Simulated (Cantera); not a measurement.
What does this Cantera script print?

```python
import numpy as np
import cantera as ct

gas_names = """
    H HO2 H2 H2O H2O2 O OH O2 O3 Ta TaO TaO2
""".split()
cond_names = """
    H2O(s) H2O(L) Ta(cr) Ta(L) Ta2O5(s) Ta2O5(L)
""".split()


# ... load() reads the species with a 1 bar reference pressure and builds the phases ...
atoms = {
    'Ta': {'Ta': 1},
    'H2O': {'H': 2, 'O': 1},
    'H2': {'H': 2},
}
top_T = {}  # K; cautious upper limits of use, not melting points


# ... equilibrate(T, P, feed) seeds the gas with the atoms and calls Mixture.equilibrate('TP', solver="vcs", rtol=1e-11, max_steps=5000) ...
results = []
feed = {'Ta': 1, 'H2O': 4.3, 'H2': 6.9}  # mol
T = 1900  # K
P = 77000  # Pa
mix = equilibrate(T, P, feed)
results.append((T, P, feed, dict(zip(mix.species_names, mix.species_moles))))
print(gas.report(threshold=1e-06))
for i in range(1, mix.n_phases):
    print(f"{mix.phase(i).name:16s} {mix.phase_moles(i):12.5e} mol")
```

Result:

```
       temperature   1900 K
          pressure   77000 Pa
           density   0.02235 kg/m^3
  mean mol. weight   4.5853 kg/kmol
   phase of matter   gas

                          1 kg             1 kmol
                     ---------------   ---------------
          enthalpy        3.0208e+06        1.3852e+07  J
   internal energy       -4.2437e+05       -1.9459e+06  J
           entropy             44648        2.0472e+05  J/K
    Gibbs function        -8.181e+07       -3.7513e+08  J
 heat capacity c_p            7978.7             36585  J/K
 heat capacity c_v            6165.4             28270  J/K

                      mass frac. Y      mole frac. X     chem. pot. / RT
                     ---------------   ---------------   ---------------
                 H        0.00018204        0.00082811           -9.8779
                H2           0.36867           0.83853           -19.756
               H2O            0.6311           0.16063           -44.646
                OH        4.8333e-05        1.3031e-05           -34.768
     [   +8 minor]        8.2589e-07        2.7419e-08

Ta(cr)            0.00000e+00 mol
Ta2O5(s)          5.00000e-01 mol
```

Cantera equilibrium calculation (NASA polynomials, part measured and part estimated; ideal gas, pure solids and liquids).
